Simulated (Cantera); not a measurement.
# Hydrocarbon pyrolysis for carbon deposition

An isothermal, constant-pressure homogeneous reactor starts with CH4 : N2 = 1 : 31 (molar parts), at 1375 K and 13300 Pa.

Detailed kinetics in Cantera: GRI-Mech 3.0 (53 species, 325 reactions). GRI-Mech 3.0 stops at C3 and has no aromatics, soot or wall deposition, so with more carbon than oxygen in the feed, carbon stays in small species such as C2H2 where larger ones or solid carbon would form.

```tsv
t (s)	x CH4	x HCN	x H	x C2H2	x CH3	x CH2	x C2H
1.00e-5	0.0312	<1e-12	6.26e-10	<1e-12	1.00e-9	<1e-12	<1e-12
3.62e-5	0.0312	<1e-12	1.27e-9	<1e-12	4.62e-9	<1e-12	<1e-12
0.000131	0.0312	<1e-12	1.47e-9	<1e-12	1.98e-8	<1e-12	<1e-12
0.000473	0.0312	<1e-12	1.47e-9	<1e-12	7.56e-8	<1e-12	<1e-12
0.00171	0.0312	<1e-12	1.48e-9	<1e-12	2.77e-7	<1e-12	<1e-12
0.00618	0.0312	<1e-12	1.49e-9	<1e-12	1.00e-6	1.17e-12	<1e-12
0.0224	0.0312	<1e-12	1.63e-9	7.18e-11	3.43e-6	1.32e-11	<1e-12
0.0809	0.0312	<1e-12	2.56e-9	1.03e-8	8.77e-6	8.50e-11	<1e-12
0.292	0.0312	<1e-12	6.97e-9	8.55e-7	1.73e-5	3.26e-10	<1e-12
1.06	0.0307	3.36e-12	3.61e-8	4.85e-5	2.78e-5	8.42e-10	2.83e-12
3.82	0.0289	6.13e-11	1.48e-7	0.000800	2.52e-5	7.41e-10	3.10e-11
13.8	0.0246	4.19e-10	3.56e-7	0.00306	1.79e-5	4.45e-10	9.24e-11
50.0	0.0167	1.90e-9	7.05e-7	0.00698	1.10e-5	2.52e-10	1.88e-10
```
x: mole fraction; the columns are a selection and need not sum to one.

Equilibrium at this temperature and pressure: CH4 0.000264, HCN 0.0237, H 2.01e-6, C2H2 0.00315, CH3 2.34e-7, CH2 7.23e-12, C2H 1.13e-10 (gas phase only).
